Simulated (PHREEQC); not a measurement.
A solution holds 0.016 mol H2SO4, 0.00029 mol FeSO4 and 5.1e-05 mol Fe2(SO4)3 per kg of water, at 15 °C. Closed to the air; pH follows from the charge balance.

Model: ion-association model, wateq4f.dat, run in PHREEQC.

- pH = 1.68
- ionic strength = 0.0327 mol/kgw
- total alkalinity = -32.2 meq/kg

```tsv
species	molality	activity	log γ
H+	0.0238	0.0208	-0.059
HSO4-	0.00817	0.00693	-0.072
SO4-2	0.00808	0.00423	-0.281
Fe+2	0.000209	0.000113	-0.268
FeSO4+	8.04e-5	6.84e-5	-0.070
FeSO4	6.98e-5	7.03e-5	0.003
FeHSO4+	1.11e-5	9.41e-6	-0.072
FeHSO4+2	7.53e-6	3.88e-6	-0.288
```

No solid was allowed to form. Saturation is exceeded, for instance for Hematite (slow to form); the values hold only as long as no solid forms.
